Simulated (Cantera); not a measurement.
An adiabatic, constant-pressure homogeneous reactor starts with CH3OH : O2 : N2 = 1 : 1.15 : 4.34 (molar parts), at 1273 K and 4500 Torr. Integrator tolerance rtol = 1e-08.

Model: GRI-Mech 3.0 (53 species, 325 reactions), integrated in Cantera. GRI-Mech 3.0 was tuned for natural gas; its chemistry of methanol as a main component is partial and can be far from experiment.

```json
[
 {"quantity": "time of steepest temperature rise", "before": "0.651 ms", "after": "0.705 ms"},
 {"quantity": "temperature at 2.00 s", "before": "2730 K", "after": "2712 K"},
 {"quantity": "equilibrium temperature", "before": "2730 K", "after": "2712 K"},
 {"quantity": "x(CH3OH) at 2.00 s", "before": "<1e-12 (gas-phase equilibrium <1e-12)", "after": "<1e-12 (gas-phase equilibrium <1e-12)"},
 {"quantity": "x(O2) at 2.00 s", "before": "0.00196 (gas-phase equilibrium 0.00196)", "after": "0.0192 (gas-phase equilibrium 0.0192)"},
 {"quantity": "x(NO) at 2.00 s", "before": "0.00278 (gas-phase equilibrium 0.00278)", "after": "0.00886 (gas-phase equilibrium 0.00886)"},
 {"quantity": "x(H2) at 2.00 s", "before": "0.0349 (gas-phase equilibrium 0.0349)", "after": "0.00896 (gas-phase equilibrium 0.00896)"},
 {"quantity": "x(H2O2) at 2.00 s", "before": "2.74e-7 (gas-phase equilibrium 2.74e-7)", "after": "7.19e-7 (gas-phase equilibrium 7.19e-7)"},
 {"quantity": "x(HO2) at 2.00 s", "before": "1.75e-6 (gas-phase equilibrium 1.75e-6)", "after": "8.68e-6 (gas-phase equilibrium 8.68e-6)"},
 {"quantity": "x(CH3) at 2.00 s", "before": "1.41e-12 (gas-phase equilibrium 1.66e-12)", "after": "<1e-12 (gas-phase equilibrium <1e-12)"}
]
```

Question: What was changed between the two runs?
A) CH3OH 1 to 0.72 parts
B) initial temperature 1273 to 975 K
C) initial temperature 1273 to 1550 K
D) pressure from 4500 Torr to 750 Torr

Answer: A, CH3OH 1 to 0.72 parts
